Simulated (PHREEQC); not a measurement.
A solution holds 0.0017 mol HF, 0.00037 mol NaF and 0.00063 mol H2SO4 per kg of water, at 25 °C. Closed to the air; pH follows from the charge balance.

Equilibrium calculation in PHREEQC: ion-association model, wateq4f.dat.

Each row changes one thing in this solution. No solid was allowed to form.

```json
[
 {"case": "as made", "pH": "2.85", "ionic strength (mol/kgw)": "0.00244", "HF (mol/kgw)": "0.00137", "F- (mol/kgw)": "0.000678", "SO4-2 (mol/kgw)": "0.000562", "HSO4- (mol/kgw)": "6.66e-5", "SI of Mirabilite (Na2SO4:10H2O)": "-9.14"},
 {"case": "H2SO4 replaced by (NH4)2SO4 at the same molality", "pH": "3.19", "ionic strength (mol/kgw)": "0.00289", "HF (mol/kgw)": "0.000980", "F- (mol/kgw)": "0.00108", "SO4-2 (mol/kgw)": "0.000590", "HSO4- (mol/kgw)": "3.11e-5", "SI of Mirabilite (Na2SO4:10H2O)": "-9.13"},
 {"case": "diluted 100-fold with water", "pH": "4.54", "ionic strength (mol/kgw)": "3.87e-5", "HF (mol/kgw)": "8.44e-7", "F- (mol/kgw)": "1.99e-5", "SO4-2 (mol/kgw)": "6.28e-6", "HSO4- (mol/kgw)": "1.71e-8", "SI of Mirabilite (Na2SO4:10H2O)": "-14.97"},
 {"case": "H2SO4 from 0.00063 to 0.000693 mol/kgw", "pH": "2.82", "ionic strength (mol/kgw)": "0.00258", "HF (mol/kgw)": "0.00140", "F- (mol/kgw)": "0.000652", "SO4-2 (mol/kgw)": "0.000615", "HSO4- (mol/kgw)": "7.68e-5", "SI of Mirabilite (Na2SO4:10H2O)": "-9.11"},
 {"case": "H2SO4 from 0.00063 to 0.000567 mol/kgw", "pH": "2.87", "ionic strength (mol/kgw)": "0.00229", "HF (mol/kgw)": "0.00135", "F- (mol/kgw)": "0.000704", "SO4-2 (mol/kgw)": "0.000509", "HSO4- (mol/kgw)": "5.70e-5", "SI of Mirabilite (Na2SO4:10H2O)": "-9.18"},
 {"case": "H2SO4 replaced by KHSO4 at the same molality", "pH": "3.00", "ionic strength (mol/kgw)": "0.00264", "HF (mol/kgw)": "0.00121", "F- (mol/kgw)": "0.000846", "SO4-2 (mol/kgw)": "0.000579", "HSO4- (mol/kgw)": "4.80e-5", "SI of Mirabilite (Na2SO4:10H2O)": "-9.14"},
 {"case": "1.9e-05 mol/kgw Rb2SO4 added", "pH": "2.85", "ionic strength (mol/kgw)": "0.00249", "HF (mol/kgw)": "0.00137", "F- (mol/kgw)": "0.000678", "SO4-2 (mol/kgw)": "0.000580", "HSO4- (mol/kgw)": "6.85e-5", "SI of Mirabilite (Na2SO4:10H2O)": "-9.13"},
 {"case": "HF from 0.0017 to 0.00153 mol/kgw", "pH": "2.86", "ionic strength (mol/kgw)": "0.00239", "HF (mol/kgw)": "0.00125", "F- (mol/kgw)": "0.000634", "SO4-2 (mol/kgw)": "0.000564", "HSO4- (mol/kgw)": "6.50e-5", "SI of Mirabilite (Na2SO4:10H2O)": "-9.14"}
]
```

Species that the database lacks are ignored.
